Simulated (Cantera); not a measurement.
Input: 1 mol CuO, 1.9 mol CH₄, 0.31 mol CO, held at 2373 K and 1.33 mbar.

Method: chemical equilibrium by Gibbs-energy minimisation in Cantera with the NASA 1993 tables (ideal gas, pure condensed phases). Candidate condensed phases: C, C₆H₆, C₇H₈, C₈H₁₈, Cu, CuO, Cu(OH)₂, Cu₂O, H₂O; 113 gas species. Rates play no part.

Base state: H₂ 0.419, H 0.247, CO 0.188, Cu 0.143, C₂H₂ (acetylene) 0.00257, C₂H 8.22e-5, C₃ 4.63e-5, C 1.98e-5 (mole fractions); condensed: C(graphite).

What changes in the equilibrium state with this change: CuO replaced by MgO?


```
species            before    after
----------------  -------  -------
H₂                  0.419    0.419
H                   0.247    0.247
CO                  0.188    0.188
Cu                  0.143        0
Mg                      0    0.143
MgH                     0  6.38e-5
C₂H₂ (acetylene)  0.00257  0.00257
C₂H               8.22e-5  8.22e-5
C₃                4.63e-5  4.63e-5
C                 1.98e-5  1.98e-5
C(graphite), mol    0.862    0.862
```
The tables' values for MgH are old estimates; treat these amounts as uncertain. Further candidate phases: Mg, MgCO₃, MgO, Mg(OH)₂.

What changes in the equilibrium state with this change: temperature from 2373 K to 2600 K?


```csv
species,before,after
H,0.247,0.491
H₂,0.419,0.218
CO,0.188,0.161
Cu,0.143,0.123
C₂,4.17e-6,0.000156
C₃,4.63e-5,0.00166
"C(graphite), mol",0.862,0.783
```

What changes in the equilibrium state with this change: temperature from 2373 K to 2575 K?


| species | before | after |
|---|---|---|
| H | 0.247 | 0.465 |
| H₂ | 0.419 | 0.240 |
| CO | 0.188 | 0.164 |
| Cu | 0.143 | 0.125 |
| C₂ | 4.17e-6 | 0.000108 |
| C₃ | 4.63e-5 | 0.00116 |
| C | 1.98e-5 | 0.000340 |
| C(graphite), mol | 0.862 | 0.801 |
